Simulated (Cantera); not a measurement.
An isothermal, constant-pressure homogeneous reactor starts with H₂ : O₂ : N₂ = 1.6 : 1 : 8.3 (molar parts), equivalence ratio 0.80, at 800 K and 105 Torr. Integrator tolerance rtol = 1e-08.

Detailed kinetics in Cantera: GRI-Mech 3.0 (53 species, 325 reactions). Radical loss at walls, strong at low pressure, is not modelled. Below about 950 K walls govern HO2 and H2O2 in real vessels. The temperature is held fixed by assumption; the heat of reaction is taken as removed at once.

Question: What does this change do: temperature 800 to 1400 K?

Answer: 
| quantity | before | after |
|---|---|---|
| x(H₂) at 30.0 s | 0.0670 (gas-phase equilibrium <1e-12) | 1.37e-6 (gas-phase equilibrium 1.37e-6) |
| x(O₂) at 30.0 s | 0.0526 (gas-phase equilibrium 0.0198) | 0.0198 (gas-phase equilibrium 0.0197) |
| x(OH) at 30.0 s | 9.64e-10 (gas-phase equilibrium 9.98e-10) | 3.52e-5 (gas-phase equilibrium 3.52e-5) |
| x(H₂O₂) at 30.0 s | 0.000131 (gas-phase equilibrium <1e-12) | 9.32e-10 (gas-phase equilibrium 9.30e-10) |
| x(NO₂) at 30.0 s | 9.04e-9 (gas-phase equilibrium 2.23e-8) | 2.45e-8 (gas-phase equilibrium 1.93e-7) |
| x(NO) at 30.0 s | 1.67e-9 (gas-phase equilibrium 6.32e-7) | 2.89e-5 (gas-phase equilibrium 0.000228) |
| x(H) at 30.0 s | 2.11e-8 (gas-phase equilibrium <1e-12) | 1.53e-8 (gas-phase equilibrium 1.53e-8) |
